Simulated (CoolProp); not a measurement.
Properties of 1,2-dichloroethane along the isotherm 500 K (Tc = 561.6 K, pc = 52.26 bar, ω = 0.269).

Computed with CoolProp (reference Helmholtz-energy equation of state, Thol 2015).

```tsv
p (bar)	phase	density (kg/m³)	cv (kJ/(kg K))	expansivity (1/kK)	fugacity coefficient
65.3	liquid	899.9	1.049	2.698	0.2998
131	liquid	934.6	1.039	2.120	0.1772
196	liquid	960.4	1.035	1.814	0.1394
261	liquid	981.4	1.033	1.613	0.1228
327	liquid	999.5	1.032	1.467	0.1148
392	liquid	1015	1.032	1.357	0.1117
457	liquid	1029	1.032	1.268	0.1115
523	liquid	1042	1.033	1.194	0.1134
```
